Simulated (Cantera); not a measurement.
Input (Python, Cantera):

```python
import numpy as np
import cantera as ct

gas = ct.Solution("h2o2.yaml")
gas.TPX = 1075, 1800, {'H2': 0.12, 'O2': 1}
inlet = ct.Reservoir(gas, clone=True)

reactor = ct.IdealGasConstPressureReactor(gas, energy="off", clone=False)
exhaust = ct.Reservoir(gas, clone=True)
tau = [3.3, 1.2, 0.46, 0.18, 0.066, 0.025, 0.0095, 0.0036, 0.0014, 0.00051, 0.00019][0]
for a, b in ((inlet, reactor), (reactor, exhaust)):
    ct.MassFlowController(a, b, mdot=lambda t: reactor.mass / tau)
net = ct.ReactorNet([reactor])
show = ['H2', 'O2', 'O', 'H2O', 'HO2']

rows = []
print(f"{'tau/s':>10s}{'T/K':>9s}" + "".join(f"{s:>11s}" for s in show))
for tau in [3.3, 1.2, 0.46, 0.18, 0.066, 0.025, 0.0095, 0.0036, 0.0014, 0.00051, 0.00019]:
    net.initial_time = 0.0
    net.advance(30 * tau)
    before = gas.X
    net.advance(40 * tau)
    drift = np.max(np.abs(gas.X - before) / (gas.X + 1e-9))
    rows.append([gas.T, *gas[show].X, drift])
    print(f"{tau:10.3e}{gas.T:9.1f}" + "".join(f"{x:11.3e}" for x in gas[show].X))
```

It prints:

```
     tau/s      T/K         H2         O2          O        H2O        HO2
 3.300e+00   1075.0  2.187e-04  8.860e-01  6.235e-04  1.127e-01  3.156e-06
 1.200e+00   1075.0  4.042e-04  8.853e-01  1.202e-03  1.123e-01  4.566e-06
 4.600e-01   1075.0  7.145e-04  8.841e-01  2.207e-03  1.116e-01  6.152e-06
 1.800e-01   1075.0  1.236e-03  8.822e-01  3.924e-03  1.105e-01  7.829e-06
 6.600e-02   1075.0  2.205e-03  8.784e-01  7.039e-03  1.081e-01  9.566e-06
 2.500e-02   1075.0  3.856e-03  8.724e-01  1.178e-02  1.039e-01  1.093e-05
 9.500e-03   1075.0  6.752e-03  8.637e-01  1.802e-02  9.649e-02  1.170e-05
 3.600e-03   1075.0  1.203e-02  8.547e-01  2.360e-02  8.507e-02  1.175e-05
 1.400e-03   1075.0  2.189e-02  8.511e-01  2.476e-02  7.039e-02  1.119e-05
 5.100e-04   1075.0  4.320e-02  8.581e-01  1.948e-02  4.923e-02  9.872e-06
 1.900e-04   1075.0  8.178e-02  8.780e-01  8.163e-03  1.871e-02  7.374e-06
```

Cantera simulation using the H2/O2 subset of GRI-Mech 3.0, which has no nitrogen chemistry; the numbers are that mechanism's predictions, not measurements. Radical loss at walls, strong at low pressure, is not modelled. The temperature is held fixed by assumption; the heat of reaction is taken as removed at once.
